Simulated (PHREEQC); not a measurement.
PHREEQC input (Pitzer model, pitzer.dat):

```
SOLUTION 1
  temp 25
  units mol/kgw
  pH 7 charge
  Cl 0.202
  Ca 0.049
  Mg 0.052
END
USE solution 1
INCREMENTAL_REACTIONS false
REACTION 1
  H2O -1
  0 9.886 18.011 24.689 30.178 34.689 38.397 41.444
  43.949 46.007 47.699 49.089 50.232 51.172 51.944 52.578
  53.1 53.528 53.88 54.17 54.408 moles
EQUILIBRIUM_PHASES 1
  Bischofite 0 0
  Brucite 0 0
  Portlandite 0 0
  MgCl2_4H2O 0 0
SELECTED_OUTPUT 1
  -reset false
  -pH true
  -pe true
  -ionic_strength true
  -water true
  -activities H2O
  -totals Ca Cl Mg
  -molalities H+ Mg+2 Ca+2 Cl- OH- MgOH+
  -equilibrium_phases Bischofite Brucite Portlandite MgCl2_4H2O
PRINT
  -reset false
END
```

Selected output (columns that matter, 21 of 21 rows; water left (kg) added in front):

```
water left (kg)	pH	mu	Ca	Cl	Mg	m_H+	m_Mg+2	m_Ca+2	m_Cl-	m_OH-	la_H2O
1	6.7171	0.303	0.049	0.202	0.052	2.467e-07	0.052	0.049	0.202	1.0343e-07	-0.0020355
0.821894	6.6916	0.36866	0.059618	0.24577	0.063269	2.6057e-07	0.063268	0.059618	0.24577	1.0432e-07	-0.0024784
0.675514	6.6638	0.44855	0.072537	0.29903	0.076978	2.7553e-07	0.076978	0.072537	0.29903	1.0534e-07	-0.0030228
0.555203	6.633	0.54575	0.088256	0.36383	0.093659	2.9169e-07	0.093659	0.088256	0.36383	1.0646e-07	-0.0036937
0.456313	6.5988	0.66402	0.10738	0.44268	0.11396	3.0926e-07	0.11396	0.10738	0.44268	1.0761e-07	-0.004524
0.375043	6.5602	0.80791	0.13065	0.5386	0.13865	3.2851e-07	0.13865	0.13065	0.5386	1.0867e-07	-0.005556
0.30824	6.5163	0.983	0.15897	0.65533	0.1687	3.4983e-07	0.1687	0.15897	0.65533	1.0947e-07	-0.0068469
0.253345	6.4655	1.196	0.19341	0.79733	0.20525	3.7375e-07	0.20525	0.19341	0.79733	1.0981e-07	-0.008473
0.208215	6.406	1.4552	0.23533	0.97015	0.24974	4.0108e-07	0.24974	0.23533	0.97015	1.094e-07	-0.010541
0.171138	6.3357	1.7705	0.28632	1.1803	0.30385	4.3294e-07	0.30385	0.28632	1.1803	1.0789e-07	-0.0132
0.140655	6.2514	2.1542	0.34837	1.4361	0.3697	4.7105e-07	0.3697	0.34837	1.4361	1.0487e-07	-0.016664
0.115613	6.1495	2.6208	0.42383	1.7472	0.44978	5.1788e-07	0.44978	0.42383	1.7472	9.9946e-08	-0.02124
0.0950203	6.0252	3.1888	0.51568	2.1259	0.54725	5.7729e-07	0.54725	0.51568	2.1259	9.2786e-08	-0.027382
0.0780853	5.8727	3.8804	0.62752	2.5869	0.66594	6.5516e-07	0.66594	0.62752	2.5869	8.3259e-08	-0.03576
0.0641769	5.6852	4.7213	0.76351	3.1475	0.81026	7.6042e-07	0.81026	0.76351	3.1475	7.1596e-08	-0.047339
0.0527548	5.4549	5.7436	0.92883	3.829	0.98569	9.0714e-07	0.98569	0.92883	3.829	5.8458e-08	-0.063549
0.0433504	5.1718	6.9896	1.1303	4.6597	1.1995	1.1184e-06	1.1995	1.1303	4.6597	4.4869e-08	-0.086571
0.0356396	4.827	8.5018	1.3749	5.6679	1.4591	1.4299e-06	1.4591	1.3749	5.6679	3.213e-08	-0.11944
0.0292979	4.4081	10.342	1.6725	6.8947	1.7749	1.9036e-06	1.7749	1.6725	6.8947	2.1292e-08	-0.16686
0.0240733	3.9013	12.587	2.0355	8.391	2.1601	2.6469e-06	2.1601	2.0355	8.391	1.2976e-08	-0.2359
0.0197855	3.294	15.314	2.4766	10.21	2.6282	3.8424e-06	2.6282	2.4766	10.21	7.2719e-09	-0.33663
```
